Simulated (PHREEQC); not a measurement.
A solution holds 140 mmol/kgw CsOH and 0.89 mmol/kgw K2CO3, at 75 °C. Closed to the air; pH follows from the charge balance.

The numbers come from PHREEQC with the ion-association model, wateq4f.dat.

### Question
The ionic strength comes out as 0.143 mol/kgw. What activity coefficients do Cs+, HCO3-, CO3-2, OH-, K+ get?

### Answer
Cs+ 0.74, HCO3- 0.75, CO3-2 0.31, OH- 0.71, K+ 0.72.

No solid was allowed to form. Complexes and solids missing from the database can't appear. Away from 25 °C the constants follow the database's enthalpies or fits; those with neither stay at their 25 °C values.
